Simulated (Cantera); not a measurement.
Adiabatic ignition

An adiabatic, constant-volume homogeneous reactor starts with 7.65 % CH4, 0.321 % CO, 19.4 % O2, 72.7 % N2, equivalence ratio 0.80, at 1125 K and 7500 Torr.

Cantera simulation using GRI-Mech 3.0 (53 species, 325 reactions); the numbers are that mechanism's predictions, not measurements.

```
t (s)     T (K)  P (bar)   x CH4     x CO    x O2     x CO2     x N2O    x C2H6    x NO
--------  -----  -------  ------  -------  ------  --------  --------  --------  ------
7.00e-6    1125     10.0  0.0765  0.00321   0.194  6.57e-10    <1e-12    <1e-12  <1e-12
1.94e-5    1125     10.0  0.0765  0.00321   0.194   2.07e-9    <1e-12  7.59e-12  <1e-12
5.38e-5    1125     10.0  0.0765  0.00321   0.194   7.54e-9    <1e-12  1.84e-10  <1e-12
0.000149   1125     10.0  0.0765  0.00321   0.194   3.35e-8    <1e-12   5.52e-9  <1e-12
0.000413   1125     10.0  0.0765  0.00321   0.194   1.69e-7  2.74e-12   2.14e-7  <1e-12
0.00115    1125     10.0  0.0765  0.00321   0.194   8.22e-7  1.53e-11   3.40e-6  <1e-12
0.00318    1126     10.0  0.0764  0.00322   0.193   4.03e-6  7.78e-11   2.04e-5  <1e-12
0.00881    1135     10.1  0.0753  0.00338   0.193   3.78e-5  7.39e-10  0.000195  <1e-12
0.0244     2829     25.4  <1e-12   0.0121  0.0350    0.0667   4.00e-6    <1e-12  0.0149
0.0677     2829     25.4  <1e-12   0.0121  0.0350    0.0667   4.00e-6    <1e-12  0.0149
0.188      2829     25.4  <1e-12   0.0121  0.0350    0.0667   4.00e-6    <1e-12  0.0149
0.520      2829     25.4  <1e-12   0.0121  0.0350    0.0667   4.00e-6    <1e-12  0.0149
1.44       2829     25.4  <1e-12   0.0121  0.0350    0.0667   4.00e-6    <1e-12  0.0149
4.00       2829     25.4  <1e-12   0.0121  0.0350    0.0667   4.00e-6    <1e-12  0.0149
```
x: mole fraction; the columns are a selection and need not sum to one.

The time of steepest temperature rise is 11.7 ms, the temperature at 4.00 s is 2829 K and the equilibrium temperature comes out as 2829 K. The x(CH4) at 4.00 s is <1e-12 (gas-phase equilibrium <1e-12), the x(CO) at 4.00 s is 0.0121 (gas-phase equilibrium 0.0121) and the x(O2) at 4.00 s comes out as 0.0350 (gas-phase equilibrium 0.0350).
